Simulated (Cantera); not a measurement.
Charge: 1 mol acetone, 0.12 mol NH3, at 10.0 Torr.

Equilibrium computed with Cantera from the NASA thermochemical tables; the gas is ideal and each condensed phase is pure. Candidate condensed phases: C, C6H6, C7H8, C8H18, H2O; 136 gas species. The feed counts by its element totals alone. Equilibrium is a limit: real reactors are often held back by kinetics, nucleation or transport.

log p: log10 of the partial pressure in bar; n: condensed amount in mol.

```json
[
 {"T (K)": "1823", "log p H2": "-2.00", "log p H": "-4.36", "log p CO": "-2.50", "log p N2": "-3.74", "log p C2H2 (acetylene)": "-5.68", "log p HCN": "-5.03", "n C(graphite)": "2.00"},
 {"T (K)": "1923", "log p H2": "-2.00", "log p H": "-4.03", "log p CO": "-2.50", "log p N2": "-3.74", "log p C2H2 (acetylene)": "-5.35", "log p HCN": "-4.84", "n C(graphite)": "1.99"},
 {"T (K)": "2023", "log p H2": "-2.01", "log p H": "-3.73", "log p CO": "-2.51", "log p N2": "-3.75", "log p C2H2 (acetylene)": "-5.06", "log p HCN": "-4.67", "n C(graphite)": "1.99"},
 {"T (K)": "2123", "log p H2": "-2.02", "log p H": "___", "log p CO": "-2.51", "log p N2": "-3.77", "log p C2H2 (acetylene)": "___", "log p HCN": "___", "n C(graphite)": "1.98"},
 {"T (K)": "2223", "log p H2": "-2.03", "log p H": "-3.21", "log p CO": "-2.51", "log p N2": "-3.79", "log p C2H2 (acetylene)": "-4.56", "log p HCN": "-4.40", "n C(graphite)": "1.97"},
 {"T (K)": "2323", "log p H2": "-2.04", "log p H": "-2.99", "log p CO": "-2.52", "log p N2": "-3.82", "log p C2H2 (acetylene)": "-4.36", "log p HCN": "-4.29", "n C(graphite)": "1.95"},
 {"T (K)": "2423", "log p H2": "-2.07", "log p H": "-2.79", "log p CO": "-2.53", "log p N2": "-3.85", "log p C2H2 (acetylene)": "-4.18", "log p HCN": "-4.20", "n C(graphite)": "1.93"},
 {"T (K)": "2523", "log p H2": "-2.11", "log p H": "-2.61", "log p CO": "-2.54", "log p N2": "-3.89", "log p C2H2 (acetylene)": "-4.04", "log p HCN": "-4.13", "n C(graphite)": "1.90"},
 {"T (K)": "2623", "log p H2": "___", "log p H": "___", "log p CO": "-2.56", "log p N2": "-3.94", "log p C2H2 (acetylene)": "___", "log p HCN": "-4.08", "n C(graphite)": "1.87"},
 {"T (K)": "2723", "log p H2": "-2.25", "log p H": "-2.33", "log p CO": "-2.59", "log p N2": "-4.00", "log p C2H2 (acetylene)": "-3.84", "log p HCN": "-4.05", "n C(graphite)": "1.82"}
]
```

Task: What belongs in the gaps?

Result: 
- 2123, log p H: -3.45
- 2123, log p C2H2 (acetylene): -4.80
- 2123, log p HCN: -4.53
- 2623, log p H2: -2.17
- 2623, log p H: -2.46
- 2623, log p C2H2 (acetylene): -3.92
